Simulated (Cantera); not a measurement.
An isothermal, constant-pressure homogeneous reactor starts with H2 : O2 : N2 : H2O = 1.2 : 1 : 16 : 0.97 (molar parts), equivalence ratio 0.60, at 1225 K and 0.190 bar.

Computed with Cantera and the H2/O2 subset of GRI-Mech 3.0, which has no nitrogen chemistry. The temperature is held fixed by assumption; the heat of reaction is taken as removed at once.

x: mole fraction; the columns are a selection and need not sum to one.

```
t (s)         x H2    x O2       x H    x HO2  x OH
--------  --------  ------  --------  -------  ----
0.000100    0.0626  0.0522   2.33e-8  7.61e-9   [?]
0.000246    0.0626  0.0522   1.07e-6  6.32e-8   [?]
0.000605    0.0483  0.0460   0.00766  5.66e-6   [?]
0.00149    0.00700  0.0257    0.0121  3.96e-6   [?]
0.00366    0.00264  0.0226   0.00233  3.41e-6   [?]
0.00902   0.000539  0.0216  0.000191  2.36e-6   [?]
0.0222     8.02e-5  0.0215   1.07e-5  8.39e-7   [?]
0.0546     1.35e-5  0.0215   7.80e-7  1.93e-7   [?]
0.134      3.04e-6  0.0215   8.92e-8  4.88e-8   [?]
0.330      8.75e-7  0.0215   1.45e-8  1.49e-8   [?]
0.813      2.97e-7  0.0215   2.95e-9  5.60e-9   [?]
2.00       1.15e-7  0.0215  7.25e-10  2.91e-9   [?]
```

Q: Fill in the missing entries.

A: 
- 0.000100, x OH: 2.76e-9
- 0.000246, x OH: 1.29e-7
- 0.000605, x OH: 0.000908
- 0.00149, x OH: 0.00180
- 0.00366, x OH: 0.00101
- 0.00902, x OH: 0.000428
- 0.0222, x OH: 0.000162
- 0.0546, x OH: 6.87e-5
- 0.134, x OH: 3.37e-5
- 0.330, x OH: 1.85e-5
- 0.813, x OH: 1.09e-5
- 2.00, x OH: 6.81e-6
